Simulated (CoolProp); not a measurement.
Water along the isobar 71.8 MPa: fugacity coefficient from the reference equation and from simpler models built on Tc = 373.9 °C, pc = 22.06 MPa, ω = 0.344; each cubic takes its own stable root.

Model: reference Helmholtz-energy equation of state, Wagner 2002, in CoolProp.

```tsv
T (°C)	phase	reference	van der Waals	Redlich-Kwong	Soave-Redlich-Kwong	Peng-Robinson
226.25	liquid	0.04579	0.1591	0.08308	0.05456	0.05082
244.65	liquid	0.06148	0.1806	0.1040	0.07348	0.06831
263.15	liquid	0.08050	0.2030	0.1274	0.09632	0.08941
281.55	liquid	0.1028	0.2262	0.1530	0.1229	0.1140
299.95	liquid	0.1284	0.2501	0.1806	0.1532	0.1420
318.45	liquid	0.1576	0.2746	0.2102	0.1872	0.1735
336.85	liquid	0.1897	0.2994	0.2410	0.2242	0.2078
355.25	liquid	0.2247	0.3244	0.2730	0.2638	0.2446
373.75	liquid	0.2624	0.3498	0.3059	0.3058	0.2836
392.15	supercritical	0.3020	0.3751	0.3390	0.3489	0.3239
410.55	supercritical	0.3431	0.4003	0.3723	0.3928	0.3648
429.05	supercritical	0.3853	0.4254	0.4055	0.4369	0.4060
447.45	supercritical	0.4275	0.4501	0.4381	0.4800	0.4463
465.85	supercritical	0.4690	0.4745	0.4698	0.5219	0.4855
```
